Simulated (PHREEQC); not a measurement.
Dissolve 0.0011 mol/kgw HCl, 0.073 mol/kgw NiCl2 and 0.022 mol/kgw KCl at 20 °C. Closed to the air; pH follows from the charge balance.

All values are PHREEQC results (ion-association model, wateq4f.dat), not measurements.

Precipitation was switched off in this run.

**Question.** Estimate the pH, ionic strength.

**Answer.** pH 3.06; ionic strength 0.221 mol/kgw.

**Question.** In which forms is Ni present?

**Answer.** Ni+2 87 %, NiCl+ 10 %, NiCl2 2.9 % of the Ni.
